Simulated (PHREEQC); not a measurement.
0.72 g of hydrous ferric oxide (600 m²/g; 0.2 weak and 0.005 strong sites per Fe, Dzombak-Morel constants, diffuse double layer) in 1 kg of water with 0.01 mol/kgw of an inert sodium salt and 0.00082 mol Ag2SO4, at 25 °C; the pH is set by adding NaOH or the inert anion's acid. Oxygen is held at 0.21 atm. CO2 from the air is kept out. Nothing may precipitate in this run.

Equilibrium calculation in PHREEQC: ion-association model, wateq4f.dat.

| pH | S sorbed (%) | Ag sorbed (%) | surface charge σ (C/m²) |
|---|---|---|---|
| 3 | 86.4 | 0.0 | 0.052 |
| 3.38 | 86.4 | 0.0 | 0.050 |
| 3.75 | 85.6 | 0.0 | 0.048 |
| 4.12 | 83.7 | 0.0 | 0.046 |
| 4.5 | 80.1 | 0.1 | 0.042 |
| 4.88 | 74.2 | 0.5 | 0.038 |
| 5.25 | 66.0 | … | 0.033 |
| 5.62 | 55.8 | 2.0 | 0.028 |
| 6 | 44.2 | 2.5 | 0.024 |
| 6.38 | 32.0 | 3.2 | 0.019 |
| 6.75 | 20.5 | 4.7 | 0.016 |
| 7.12 | 10.7 | 8.1 | 0.012 |
| 7.5 | 3.9 | … | 0.008 |
| 7.88 | 0.9 | 25.9 | … |
| 8.25 | … | 39.5 | -0.002 |
| 8.62 | 0.0 | 53.6 | -0.007 |
| 9 | 0.0 | 66.4 | -0.012 |

Q: Complete the blanks.

A: 
- 5.25, Ag sorbed (%): 1.2
- 7.5, Ag sorbed (%): 15.0
- 7.88, surface charge σ (C/m²): 0.003
- 8.25, S sorbed (%): 0.2

The oxide is taken as insoluble; below pH 4 it would dissolve.
